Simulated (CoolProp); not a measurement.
A simple Rankine cycle with benzene: condensing at 330.15 K, boiler at 2.09 MPa, turbine inlet 512.6 K, turbine efficiency 0.8, pump efficiency 0.8, no recuperator. Each further row changes one setting.

The numbers come from the reference Helmholtz-energy equation of state, Thol 2012 in CoolProp.

```tsv
case	thermal efficiency (%)	net work (kJ/kg)	heat in (kJ/kg)	turbine exit temperature (K)	volume ratio over the turbine
as stated	20.1	129	641	405.9	46.3
turbine inlet 532.6 K	20.1	137	684	428.6	44.8
condensing temperature 322.15 K	21.1	138	655	399.1	61.5
boiler pressure 1.46 MPa	18.7	123	659	421.4	30.1
turbine efficiency 0.7	17.5	112	641	416.9	47.6
```
